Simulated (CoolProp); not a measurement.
R1233zd(E) along the isobar 2.47 MPa: density (kg/m³) from the reference equation and from simpler models built on Tc = 438.9 K, pc = 3.583 MPa, ω = 0.304; each cubic takes its own stable root.

Computed with CoolProp (reference Helmholtz-energy equation of state, Akasaka 2022).

```
T (K)   phase  reference
-----  ------  ---------
323.6  liquid       1207
332.6  liquid       1184
341.6  liquid       1159
350.7  liquid       1133
359.7  liquid       1106
368.7  liquid       1078
377.8  liquid       1046
386.8  liquid       1012
395.8  liquid      974.3
404.8  liquid      930.1
413.9  liquid      874.2
422.9     gas      148.9
431.9     gas      135.1
441       gas      125.2
450       gas      117.7
```

Problem. How far does each simpler model (Redlich-Kwong, Soave-Redlich-Kwong) lie from the reference over these 15 states: mean and median of the absolute difference, and the worst?

Solution. 
- Redlich-Kwong: mean 17.7 %, median 15.6 %, worst -82.4 % at 413.9 K and 2.47 MPa
- Soave-Redlich-Kwong: mean 10.2 %, median 11.1 %, worst -18.9 % at 413.9 K and 2.47 MPa

At some of these states Redlich-Kwong gives the other phase, because its saturation line lies elsewhere.
